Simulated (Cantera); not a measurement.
## Thermodynamics of boron, boron nitride and boron oxide, feed BCl3 + O2

Input: 1 mol BCl3, 2.9 mol O2, held at 2100 Pa.

Equilibrium computed with Cantera from the NASA thermochemical tables; the gas is ideal and each condensed phase is pure. Candidate condensed phases: B, B2O3; 18 gas species. The tables' values for BOCl are old estimates; treat these amounts as uncertain. Equilibrium is a limit: real reactors are often held back by kinetics, nucleation or transport.

From 1225 °C to 1425 °C the condensed part is B2O3(l). From 1525 °C to 1925 °C nothing is condensed. The main B-bearing gas is B2O3 throughout.

| T (°C) | x O2 | x Cl | x Cl2 | x B2O3 | x BO2 | x BOCl | x O | n B2O3(l) |
|---|---|---|---|---|---|---|---|---|
| 1225 | 0.528 | 0.205 | 0.265 | 0.000992 | 0.000163 | 0.00106 | 1.98e-5 | 0.493 |
| 1325 | 0.490 | 0.318 | 0.180 | 0.00674 | 0.000826 | 0.00389 | 6.84e-5 | 0.460 |
| 1425 | 0.442 | 0.409 | 0.0973 | 0.0361 | 0.00340 | 0.0107 | 0.000201 | 0.290 |
| 1525 | 0.399 | 0.451 | 0.0436 | 0.0802 | 0.00844 | 0.0163 | 0.000521 | 0 |
| 1625 | 0.388 | 0.485 | 0.0206 | 0.0759 | 0.0132 | 0.0157 | 0.00126 | 0 |
| 1725 | 0.380 | 0.500 | 0.00979 | 0.0720 | 0.0196 | 0.0146 | 0.00280 | 0 |
| 1825 | 0.373 | 0.506 | 0.00484 | 0.0676 | 0.0279 | 0.0134 | 0.00578 | 0 |
| 1925 | 0.365 | 0.508 | 0.00251 | 0.0624 | 0.0380 | 0.0121 | 0.0111 | 0 |
x: gas mole fraction; n: condensed amount in mol.
